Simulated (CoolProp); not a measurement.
Dimethyl ether at 264.17 K and 0.0747 MPa is compressed adiabatically to 0.484 MPa with isentropic efficiency 0.9. Each further row changes one setting.

The numbers come from the reference Helmholtz-energy equation of state, Wu 2011 in CoolProp.

```csv
case,work (kJ/kg),final temperature (K),final density (kg/m³)
as stated,108,?,?
efficiency 1,97.4,?,?
efficiency 0.65,?,?,7.60
```

Q: Fill in the missing entries.

A: 
- as stated, final temperature (K): 344.2
- as stated, final density (kg/m³): 8.25
- efficiency 1, final temperature (K): 337.7
- efficiency 1, final density (kg/m³): 8.44
- efficiency 0.65, work (kJ/kg): 150
- efficiency 0.65, final temperature (K): 369.0
